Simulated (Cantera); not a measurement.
A Cantera script and its output.

```python
import numpy as np
import cantera as ct

gas = ct.Solution("gri30.yaml")


def delay(T, t_max=10):
    gas.TPX = T, 500000, {'CH4': 1, 'H2': 0.1, 'O2': 2.05, 'N2': 13.3}
    reactor = ct.IdealGasReactor(gas, clone=False)
    net = ct.ReactorNet([reactor])
    net.rtol, net.atol = 1e-8, 1e-16
    while net.time < t_max:
        t_old, T_old = net.time, reactor.T
        net.step()
        if reactor.T > T + 400:  # ignition: a rise of 400 K
            return t_old + (T + 400 - T_old) / (reactor.T - T_old) * (net.time - t_old)
    return np.nan


taus = []
for T in [1298, 1373, 1448, 1523, 1598, 1673]:
    taus.append(delay(T))
    print(f"T0 = {T:6g} K   tau = {taus[-1]:.4e} s")
```

It prints:

```
T0 =   1298 K   tau = 2.1814e-03 s
T0 =   1373 K   tau = 1.0736e-03 s
T0 =   1448 K   tau = 5.3266e-04 s
T0 =   1523 K   tau = 2.7033e-04 s
T0 =   1598 K   tau = 1.4223e-04 s
T0 =   1673 K   tau = 7.8371e-05 s
```

Computed with Cantera and GRI-Mech 3.0 (53 species, 325 reactions).
